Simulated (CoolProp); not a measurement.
Vapour-liquid equilibrium of CH2F2 (R32) (1) + R1234yf (2) at -37.95 °C; x and y are mole fractions of (1).

Model: multi-fluid Helmholtz-energy mixture model, Tillner-Roth 1997 and Lemmon 2022; pair parameters Bell 2023, in CoolProp.

Task: Give the bubble pressure and the first vapour's composition at x = 0.275, 0.425, 0.575. Is there an azeotrope?

Result: x = 0.275: 1.264 bar, y = 0.585; x = 0.425: 1.486 bar, y = 0.701; x = 0.575: 1.651 bar, y = 0.779. No azeotrope shows between x = 0.05 and 0.95.

Pair parameters are fitted to limited data, so mixtures are less certain than the pure fluids.
